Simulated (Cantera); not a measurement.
Cantera run, input and output.

```python
import numpy as np
import cantera as ct

gas = ct.Solution("gri30.yaml")
gas.TPX = 1450, 13332, {'CH4': 1, 'H2O': 18}
reactor = ct.IdealGasConstPressureReactor(gas, energy="off", clone=False)
net = ct.ReactorNet([reactor])
net.rtol, net.atol = 1e-08, 1e-18
show = ['CH4', 'H2O', 'O2', 'C2H4', 'C2H6', 'OH']
times = np.geomspace(0.0001, 60, 10)

steps = ct.SolutionArray(gas, extra=["t"])
rows = []
print(f"{'t/s':>10s}{'T/K':>9s}{'P/Pa':>11s}" + "".join(f"{s:>11s}" for s in show))
for t in times:
    while net.time < t:
        t_next = net.step()
        steps.append(gas.state, t=t_next)
    rows.append([np.interp(t, steps.t, y) for y in (steps.T, steps.P, *steps(*show).X.T)])
    print(f"{t:10.3e}{rows[-1][0]:9.1f}{rows[-1][1]:11.4g}" + "".join(f"{x:11.3e}" for x in rows[-1][2:]))
rate = np.gradient(steps.T, steps.t)
print("integrator steps:", len(steps.t))
if steps.T.max() > steps.T[0] + 200:
    print(f"time of steepest temperature rise: {steps.t[rate.argmax()]:.4e} s")
gas.TPX = 1450, 13332, {'CH4': 1, 'H2O': 18}
gas.equilibrate("TP")
print(f"equilibrium (TP): T = {gas.T:.1f} K  " + "  ".join(f"{s} {gas[s].X[0]:.3e}" for s in show))
```

Result:

```
       t/s      T/K       P/Pa        CH4        H2O         O2       C2H4       C2H6         OH
 1.000e-04   1450.0  1.333e+04  5.263e-02  9.474e-01  1.772e-19  6.101e-12  3.972e-11  2.244e-08
 4.385e-04   1450.0  1.333e+04  5.263e-02  9.474e-01  2.738e-17  5.930e-10  3.542e-09  7.645e-08
 1.923e-03   1450.0  1.333e+04  5.262e-02  9.474e-01  7.012e-15  4.974e-08  2.653e-07  3.029e-07
 8.434e-03   1450.0  1.333e+04  5.256e-02  9.473e-01  1.103e-12  2.932e-06  9.349e-06  9.333e-07
 3.699e-02   1450.0  1.333e+04  5.223e-02  9.472e-01  4.788e-11  7.727e-05  5.872e-05  1.835e-06
 1.622e-01   1450.0  1.333e+04  5.038e-02  9.457e-01  5.343e-10  4.243e-04  7.754e-05  2.130e-06
 7.114e-01   1450.0  1.333e+04  4.336e-02  9.379e-01  1.753e-09  3.760e-04  5.495e-05  2.097e-06
 3.120e+00   1450.0  1.333e+04  2.685e-02  9.113e-01  7.889e-10  1.599e-04  1.989e-05  2.069e-06
 1.368e+01   1450.0  1.333e+04  1.382e-02  8.524e-01  2.856e-10  6.565e-05  3.468e-06  1.641e-06
 6.000e+01   1450.0  1.333e+04  5.966e-03  8.005e-01  1.634e-10  1.122e-05  4.054e-07  1.235e-06
integrator steps: 1251
equilibrium (TP): T = 1450.0 K  CH4 1.598e-11  H2O 7.784e-01  O2 1.366e-10  C2H4 1.367e-20  C2H6 4.059e-24  OH 1.166e-06
```

Computed with Cantera and GRI-Mech 3.0 (53 species, 325 reactions).
